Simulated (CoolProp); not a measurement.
Computed with CoolProp (reference Helmholtz-energy equation of state, Lemmon 2006). It is a short technical equation, of lower accuracy than the large ones.

Question: For C2F6 (R116), give the phase and the cp (kJ/(kg K)), cv (kJ/(kg K)), Joule-Thomson coefficient (K/MPa), conductivity (mW/(m K)) at 306.6 K and 0.0389 MPa; 306.6 K and 0.0629 MPa.

Answer: 
- 306.6 K and 0.0389 MPa: gas; cp 0.786, cv 0.725, Joule-Thomson coefficient 7.58, conductivity 15.4
- 306.6 K and 0.0629 MPa: gas; cp 0.787, cv 0.725, Joule-Thomson coefficient 7.60, conductivity 15.4

Thermal conductivity comes from a separate model (Huber 2003), an estimate that may be off by 10 % or more.
